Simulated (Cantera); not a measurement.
# Carbothermic reduction: Fe3O4 + CH4 + CO + C

A closed system holds: 1 mol Fe3O4, 0.58 mol CH4, 0.01 mol CO, a varied amount of C, equilibrated at 1075 K and 4.10 bar.

Method: chemical equilibrium by Gibbs-energy minimisation in Cantera with the NASA 1993 tables (ideal gas, pure condensed phases). Candidate condensed phases: C, C6H6, C7H8, C8H18, Fe, Fe(CO)5, FeO, Fe(OH)2, Fe(OH)3, Fe2O3, Fe3O4, H2O; 114 gas species. Mutual solubility and eutectic melting of coexisting phases are not modelled. The tables' stoichiometric FeO is somewhat more stable than real wüstite, so its field is too wide. FeO: taken at fixed stoichiometry. Condensed phases not in the tables: cementite and carbon dissolved in iron. The numbers say what is thermodynamically allowed, not how fast it happens.

From 0.39 mol C to 0.6 mol C the condensed part is Fe(α) + FeO(s). From 0.74 mol C to 2.1 mol C the condensed part is C(graphite) + Fe(α) + FeO(s).

```tsv
n(C) (mol)	x H2	x CO	x CO2	x H2O	x CH4	x C2H6	x C2H4	n Fe(α)	n FeO(s)	n C(graphite)
0.39	0.424	0.370	0.0851	0.0906	0.0299	6.87e-7	4.84e-7	0.264	2.74	0
0.49	0.404	0.391	0.0899	0.0863	0.0286	6.63e-7	4.90e-7	0.382	2.62	0
0.6	0.384	0.412	0.0946	0.0820	0.0273	6.32e-7	4.91e-7	0.513	2.49	0
0.74	0.384	0.412	0.0947	0.0820	0.0273	6.32e-7	4.91e-7	0.513	2.49	0.140
0.91	0.384	0.412	0.0947	0.0820	0.0273	6.32e-7	4.91e-7	0.513	2.49	0.310
1.1	0.384	0.412	0.0947	0.0820	0.0273	6.32e-7	4.91e-7	0.513	2.49	0.500
1.4	0.384	0.412	0.0947	0.0820	0.0273	6.32e-7	4.91e-7	0.513	2.49	0.800
1.7	0.384	0.412	0.0947	0.0820	0.0273	6.32e-7	4.91e-7	0.513	2.49	1.10
2.1	0.384	0.412	0.0947	0.0820	0.0273	6.32e-7	4.91e-7	0.513	2.49	1.50
```
x: gas mole fraction; n: condensed amount in mol.
